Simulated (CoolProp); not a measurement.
Computed with CoolProp (reference Helmholtz-energy equation of state, Pan 2012).

Task: Give the vapour pressure (MPa), vapour density (kg/m³), surface tension (mN/m), liquid viscosity (µPa s) of saturated R236FA at 91.35, 100.85 °C.

Result: 
```
T (°C)  p (MPa)  vapour density (kg/m³)  surface tension (mN/m)  liquid viscosity (µPa s)
------  -------  ----------------------  ----------------------  ------------------------
91.35      1.61                     120                    2.46                       120
100.85     1.97                     157                    1.62                       103
```

Viscosity comes from a separate model (Huber 2003), an estimate that may be off by 10 % or more. Surface tension comes from a separate correlation (Mulero 2012).
